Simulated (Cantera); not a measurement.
# Adiabatic ignition

An adiabatic, constant-pressure homogeneous reactor starts with CO : H₂ : CH₄ : O₂ : N₂ = 1 : 0.28 : 0.082 : 1.09 : 4.09 (molar parts), equivalence ratio 0.74, at 1723 K and 1.01 bar.

Detailed kinetics in Cantera: GRI-Mech 3.0 (53 species, 325 reactions).

```tsv
t (s)	T (K)	x CO	x H₂	x CH₄	x C₂H₄	x HCO	x NO	x NO₂
1.00e-6	1723	0.153	0.0428	0.0125	<1e-12	6.28e-11	<1e-12	<1e-12
3.10e-6	1723	0.153	0.0428	0.0125	4.15e-11	2.52e-10	<1e-12	<1e-12
9.63e-6	1724	0.153	0.0420	0.0121	4.36e-7	2.16e-7	1.22e-10	<1e-12
2.99e-5	2033	0.104	0.00753	<1e-12	<1e-12	2.27e-7	1.30e-5	2.75e-9
9.28e-5	2330	0.0829	0.00733	<1e-12	<1e-12	1.06e-7	0.000146	3.03e-8
0.000288	2636	0.0684	0.00521	<1e-12	<1e-12	3.95e-8	0.00111	3.49e-7
0.000894	2762	0.0593	0.00422	<1e-12	<1e-12	2.80e-8	0.00580	2.25e-6
0.00278	2756	0.0588	0.00421	<1e-12	<1e-12	2.73e-8	0.0139	5.28e-6
0.00862	2754	0.0587	0.00421	<1e-12	<1e-12	2.70e-8	0.0169	6.39e-6
0.0267	2754	0.0587	0.00421	<1e-12	<1e-12	2.70e-8	0.0169	6.40e-6
0.0830	2754	0.0587	0.00421	<1e-12	<1e-12	2.70e-8	0.0169	6.40e-6
0.258	2754	0.0587	0.00421	<1e-12	<1e-12	2.70e-8	0.0169	6.40e-6
0.800	2754	0.0587	0.00421	<1e-12	<1e-12	2.70e-8	0.0169	6.40e-6
```
x: mole fraction; the columns are a selection and need not sum to one.

```
Item                                                                 Value
---------------------------------  ---------------------------------------
time of steepest temperature rise                                  15.5 µs
temperature at 0.800 s                                              2754 K
equilibrium temperature                                             2754 K
x(CO) at 0.800 s                     0.0587 (gas-phase equilibrium 0.0587)
x(H₂) at 0.800 s                   0.00421 (gas-phase equilibrium 0.00421)
x(CH₄) at 0.800 s                    <1e-12 (gas-phase equilibrium <1e-12)
```
